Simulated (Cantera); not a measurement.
Moist CO burnout

An isothermal, constant-pressure homogeneous reactor starts with 0.0987 % CO, 0.513 % O₂, 0.701 % H₂O, 98.7 % N₂, equivalence ratio 0.096, at 900 K and 0.240 bar.

Cantera simulation using GRI-Mech 3.0 (53 species, 325 reactions); the numbers are that mechanism's predictions, not measurements.

| t (s) | x CO | x O₂ | x H₂O | x HO₂ | x H₂O₂ |
|---|---|---|---|---|---|
| 1.00e-6 | 0.000987 | 0.00513 | 0.00701 | <1e-12 | <1e-12 |
| 1.00e-5 | 0.000987 | 0.00513 | 0.00701 | <1e-12 | <1e-12 |
| 0.000100 | 0.000987 | 0.00513 | 0.00701 | <1e-12 | <1e-12 |
| 0.00100 | 0.000987 | 0.00513 | 0.00701 | <1e-12 | <1e-12 |
| 0.0100 | 0.000987 | 0.00513 | 0.00701 | <1e-12 | <1e-12 |
| 0.100 | 0.000987 | 0.00513 | 0.00701 | 3.10e-11 | <1e-12 |
| 1.00 | 0.000865 | 0.00507 | 0.00700 | 5.30e-7 | 5.07e-8 |
| 10.0 | 9.16e-5 | 0.00469 | 0.00701 | 2.11e-7 | 3.05e-8 |
| 100 | 1.83e-6 | 0.00464 | 0.00701 | 8.86e-9 | 1.34e-10 |
x: mole fraction; the columns are a selection and need not sum to one.

Equilibrium at this temperature and pressure: CO <1e-12, O₂ 0.00464, H₂O 0.00701, HO₂ 1.67e-12, H₂O₂ <1e-12 (gas phase only).
